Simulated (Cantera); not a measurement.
A closed system holds: 1 mol Ti, 0.76 mol H2O, at 0.470 bar.

Method: chemical equilibrium by Gibbs-energy minimisation in Cantera with the NASA 1993 tables (ideal gas, pure condensed phases). Candidate condensed phases: H2O, Ti, TiO, TiO2, Ti2O3, Ti3O5, Ti4O7; 12 gas species. Mutual solubility and eutectic melting of coexisting phases are not modelled. TiO: taken at fixed stoichiometry. Condensed phases not in the tables: N, O or C dissolved in the metal. Rates play no part.

x: gas mole fraction; n: condensed amount in mol.

| T (K) | x H2 | x H | x Ti | x H2O | x TiO | n Ti(α) | n TiO(s) | n Ti(β) |
|---|---|---|---|---|---|---|---|---|
| 1023 | 1.00 | 6.04e-9 | <1e-12 | <1e-12 | <1e-12 | 0.240 | 0.760 | 0 |
| 1098 | 1.00 | 3.61e-8 | <1e-12 | 1.25e-12 | <1e-12 | 0.240 | 0.760 | 0 |
| 1173 | 1.00 | 1.72e-7 | <1e-12 | 9.48e-12 | <1e-12 | 0 | 0.760 | 0.240 |
| 1248 | 1.000 | 6.81e-7 | 1.32e-12 | 5.71e-11 | <1e-12 | 0 | 0.760 | 0.240 |
| 1323 | 1.000 | 2.31e-6 | 1.64e-11 | 2.73e-10 | <1e-12 | 0 | 0.760 | 0.240 |
| 1398 | 1.000 | 6.90e-6 | 1.55e-10 | 1.09e-9 | <1e-12 | 0 | 0.760 | 0.240 |
| 1473 | 1.000 | 1.85e-5 | 1.17e-9 | 3.76e-9 | ? | 0 | 0.760 | 0.240 |
| 1548 | 1.000 | 4.49e-5 | 7.18e-9 | 1.14e-8 | ? | 0 | 0.760 | 0.240 |
| 1623 | 1.000 | 0.000101 | 3.72e-8 | 3.12e-8 | ? | 0 | 0.760 | 0.240 |
| 1698 | 1.000 | 0.000211 | 1.67e-7 | 7.74e-8 | ? | 0 | 0.760 | 0.240 |
| 1773 | 1.000 | 0.000415 | 6.55e-7 | 1.77e-7 | ? | 0 | 0.760 | 0.240 |

Q: Fill in the missing entries.

A: 
- 1473, x TiO: 8.35e-12
- 1548, x TiO: 7.93e-11
- 1623, x TiO: 6.07e-10
- 1698, x TiO: 3.85e-9
- 1773, x TiO: 2.07e-8
